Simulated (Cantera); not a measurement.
Input: 1 mol PbO, 0.028 mol O2, a varied amount of N2, equilibrated at 1225 °C and 0.00400 bar.

Method: chemical equilibrium by Gibbs-energy minimisation in Cantera with the NASA 1993 tables (ideal gas, pure condensed phases). Candidate condensed phases: Pb, PbO, PbO2, Pb3O4; 12 gas species. Gases not in the tables: (PbO)n polymers. Kinetics and transport are ignored.

log p: log10 of the partial pressure in bar; nothing condenses.

```
n(N2) (mol)  log p N2  log p PbO  log p Pb  log p O2  log p NO
-----------  --------  ---------  --------  --------  --------
0.12            -3.41      -2.59     -3.20     -3.39     -5.93
0.26              ___        ___     -3.23     -3.43       ___
0.54            -2.89      -2.73     -3.29     -3.49     -5.72
1.1             -2.71      -2.86     -3.38     -3.59     -5.68
2.3             -2.58      -3.07     -3.51     -3.73     -5.68
4.8             -2.49        ___       ___       ___       ___
10              -2.45      -3.64     -3.89     -4.13     -5.82
21              -2.42      -3.99     -4.11     -4.37     -5.92
```

Question: Complete the blanks.

Answer: 
- 4.8, log p PbO: -3.33
- 4.8, log p Pb: -3.69
- 4.8, log p O2: -3.92
- 4.8, log p NO: -5.73
- 0.26, log p N2: -3.13
- 0.26, log p PbO: -2.64
- 0.26, log p NO: -5.80
